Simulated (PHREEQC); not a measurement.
A made-up water analysis in mg/L, 25 °C, pH 5.89, pe 11: Na 0.0304; K 0.000328; Ca 0.121; Mg 0.0233; Cl 0.162; S(6) as SO4 0.106; Alkalinity as HCO3 0.247; Pb 0.00196; Cd 0.0252; Li 0.00106; Ba 0.000769.

Valence states are taken as typed.

Equilibrium calculation in PHREEQC: ion-association model, phreeqc.dat.

Precipitation was switched off in this run.

Q: Predict the charge-balance error.

A: charge-balance error -3.9 %.

Q: In which forms is C present?

A: CO2 74 %, HCO3- 26 % of the C.
